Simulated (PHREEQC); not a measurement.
# Brine: speciation

Make-up at 25 °C: 1.5 mol/kgw HCl, 0.17 mol/kgw MgSO4 and 0.082 mol/kgw NaCl. Closed to the air; pH follows from the charge balance.

All values are PHREEQC results (Pitzer model, pitzer.dat), not measurements.

Precipitation was switched off in this run.

### Question
Predict the pH, osmotic coefficient, ionic strength.

### Answer
pH -0.32; osmotic coefficient 1.133; ionic strength 2.01 mol/kgw.

### Question
In which forms is S present?

### Answer
HSO4- 75 %, SO4-2 25 % of the S.

In brines, pH and single-ion activities rest on the MacInnes convention.
